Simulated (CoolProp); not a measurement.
Properties of R142b along the isotherm 470 K.

The numbers come from the reference Helmholtz-energy equation of state, Lemmon 2006 in CoolProp. It is a short technical equation, of lower accuracy than the large ones.

```
p (bar)  phase  conductivity (mW/(m K))  Prandtl number  fugacity coefficient
-------  -----  -----------------------  --------------  --------------------
2.53       gas                     25.0           0.705                0.9865
5.07       gas                     25.2           0.708                0.9730
7.6        gas                     25.4           0.712                0.9597
10.1       gas                     25.6           0.716                0.9466
12.7       gas                     25.9           0.722                0.9331
15.2       gas                     26.1           0.728                0.9202
17.7       gas                     26.3           0.735                0.9074
20.3       gas                     26.6           0.743                0.8942
```

Viscosity comes from a separate model (Huber 2003), an estimate that may be off by 10 % or more. Thermal conductivity comes from a separate model (Huber 2003), an estimate that may be off by 10 % or more.
